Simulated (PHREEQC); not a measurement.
Dissolve 1.9 mmol/kgw HF, 1.4 mmol/kgw KF and 0.11 mmol/kgw H4SiO4 at 25 °C. Closed to the air; pH follows from the charge balance.

Computed with PHREEQC (ion-association model, wateq4f.dat).

The ionic strength comes out as 0.00195 mol/kgw. What activity coefficients do F-, K+, H+, SiF6-2, HF2- get?

F- 0.95, K+ 0.95, H+ 0.95, SiF6-2 0.82, HF2- 0.95.

This is a speciation only: nothing precipitates in the calculation. SiF6-2 is the database's only silicon fluoride.
